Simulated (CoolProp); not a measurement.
Vapour-liquid equilibrium of CH2F2 (R32) (1) + R1234ze(E) (2) at 275.5 K; x and y are mole fractions of (1).

Model: multi-fluid Helmholtz-energy mixture model, Tillner-Roth 1997 and Thol 2016; pair parameters Bell 2023, in CoolProp.

### Question
Give the bubble pressure and the first vapour's composition at x = 0.125, 0.2, 0.725. Is there an azeotrope?

### Answer
x = 0.125: 0.3303 MPa, y = 0.354; x = 0.2: 0.3846 MPa, y = 0.482; x = 0.725: 0.7102 MPa, y = 0.879. No azeotrope shows between x = 0.05 and 0.95.

Pair parameters are fitted to limited data, so mixtures are less certain than the pure fluids.
